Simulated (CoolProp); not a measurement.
n-dodecane along the isotherm 346.35 °C: density (kg/m³) from the reference equation and from simpler models built on Tc = 385.0 °C, pc = 1.818 MPa, ω = 0.574; each cubic takes its own stable root.

Values from CoolProp's reference Helmholtz-energy equation of state, Lemmon 2004. It is a short technical equation, of lower accuracy than the large ones.

```tsv
p (MPa)	phase	reference	van der Waals	Redlich-Kwong	Soave-Redlich-Kwong	Peng-Robinson
0.0575	gas	1.933	1.923	1.926	1.928	1.930
0.109	gas	3.720	3.682	(withheld)	3.702	3.711
0.207	gas	7.281	7.134	7.188	7.211	7.246
0.392	gas	14.68	14.08	14.30	(withheld)	14.54
0.742	gas	(withheld)	29.31	30.33	(withheld)	31.54
1.41	liquid	(withheld)	80.71	(withheld)	336.9	380.0
2.67	liquid	455.8	268.1	(withheld)	366.0	411.5
5.06	liquid	480.1	297.6	385.3	398.6	446.8
9.59	liquid	508.7	325.2	(withheld)	434.9	486.2
18.2	liquid	542.2	352.0	468.6	474.2	528.7
```

Task: Complete the blanks.

Result: 
- 0.109, Redlich-Kwong: 3.696
- 0.392, Soave-Redlich-Kwong: 14.40
- 0.742, reference: 32.32
- 0.742, Soave-Redlich-Kwong: 30.91
- 1.41, reference: 435.3
- 1.41, Redlich-Kwong: 303.2
- 2.67, Redlich-Kwong: 345.8
- 9.59, Redlich-Kwong: 426.1

At some of these states van der Waals gives the other phase, because its saturation line lies elsewhere.
